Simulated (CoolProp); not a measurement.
Vapour-liquid equilibrium of R125 (1) + R143a (2) at 2.88 bar; x and y are mole fractions of (1).

Values from CoolProp's multi-fluid Helmholtz-energy mixture model, Lemmon 2005 and Lemmon and Jacobsen 2000; pair parameters Lemmon 2004.

| x | bubble temperature, mixture model (K) | bubble temperature, Raoult's law (K) | y, mixture model | y, Raoult's law |
|---|---|---|---|---|
| 0.05 | 250.8 | 250.6 | 0.048 | 0.053 |
| 0.15 | 250.9 | 250.4 | 0.147 | 0.159 |
| 0.25 | 250.9 | 250.3 | 0.250 | 0.262 |
| 0.35 | 250.9 | 250.1 | 0.355 | 0.365 |
| 0.45 | 250.8 | 249.9 | 0.461 | 0.466 |
| 0.55 | 250.6 | 249.7 | 0.567 | 0.566 |
| 0.65 | 250.3 | 249.6 | 0.671 | 0.665 |
| 0.75 | 250.0 | 249.4 | 0.771 | 0.762 |
| 0.85 | 249.7 | 249.2 | 0.867 | 0.858 |
| 0.95 | 249.2 | 249.1 | 0.957 | 0.953 |

The largest gap from Raoult's law is +0.9 K in bubble temperature, at x = 0.45. y crosses x between x = 0.15 and 0.25: the model has an azeotrope there.

The pair parameters rest on a limited set of measurements; away from them the model extrapolates.
